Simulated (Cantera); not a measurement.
# Adiabatic ignition

An adiabatic, constant-pressure homogeneous reactor starts with 15.8 % CO, 4.89 % H₂, 0.695 % CH₄, 16.6 % O₂, 62.0 % N₂, at 1300 K and 225 Torr.

Computed with Cantera and GRI-Mech 3.0 (53 species, 325 reactions).

```
t (s)     T (K)    x CO     x H₂    x CH₄     x HCN    x C₂H₂       x H     x OH
--------  -----  ------  -------  -------  --------  --------  --------  -------
3.00e-6    1300   0.158   0.0489  0.00695    <1e-12    <1e-12   3.58e-9  1.08e-9
7.44e-6    1300   0.158   0.0489  0.00695    <1e-12    <1e-12   1.27e-8  4.44e-9
1.84e-5    1300   0.158   0.0489  0.00695    <1e-12    <1e-12   6.27e-8  2.13e-8
4.57e-5    1300   0.158   0.0489  0.00695    <1e-12    <1e-12   8.44e-7  2.82e-7
0.000113   1301   0.158   0.0484  0.00677  2.85e-12  2.55e-11  0.000301  9.71e-5
0.000281   1658  0.0917  0.00653   <1e-12    <1e-12    <1e-12    0.0344  0.00822
0.000696   1978  0.0725  0.00674   <1e-12  1.05e-12    <1e-12    0.0213   0.0125
0.00172    2244  0.0628  0.00510   <1e-12  2.36e-12    <1e-12   0.00970   0.0140
0.00427    2455  0.0492  0.00349   <1e-12  9.45e-12    <1e-12   0.00427   0.0133
0.0106     2530  0.0427  0.00288   <1e-12  2.84e-11    <1e-12   0.00291   0.0124
0.0263     2528  0.0422  0.00285   <1e-12  4.59e-11    <1e-12   0.00280   0.0121
0.0651     2526  0.0420  0.00285   <1e-12  5.54e-11    <1e-12   0.00276   0.0119
0.161      2525  0.0420  0.00285   <1e-12  5.63e-11    <1e-12   0.00276   0.0119
0.400      2525  0.0420  0.00285   <1e-12  5.63e-11    <1e-12   0.00276   0.0119
```
x: mole fraction; the columns are a selection and need not sum to one.

```yaml
time_of_steepest_temperature_rise: 0.160 ms
temperature at 0.400 s: 2525 K
equilibrium_temperature: 2525 K
x(CO) at 0.400 s: 0.0420 (gas-phase equilibrium 0.0420)
x(H₂) at 0.400 s: 0.00285 (gas-phase equilibrium 0.00285)
x(CH₄) at 0.400 s: <1e-12 (gas-phase equilibrium <1e-12)
```
